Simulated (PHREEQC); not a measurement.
Consider water at 25 °C with 10 mmol/kgw NiSO4, 1.8 mmol/kgw NiCl2 and 0.67 mmol/kgw NaH2PO4. Closed to the air; pH follows from the charge balance.

All values are PHREEQC results (ion-association model, wateq4f.dat), not measurements.

Task: The ionic strength comes out as 0.0338 mol/kgw. What activity coefficients do NiCl+, SO4-2, H+, Cl-, H2PO4- get?

Result: NiCl+ 0.84, SO4-2 0.51, H+ 0.87, Cl- 0.84, H2PO4- 0.85.

No solid was allowed to form. H3PO4, which wateq4f.dat lacks, is added to it with the constant of phreeqc.dat. The database has no phosphate complexes of Ni.
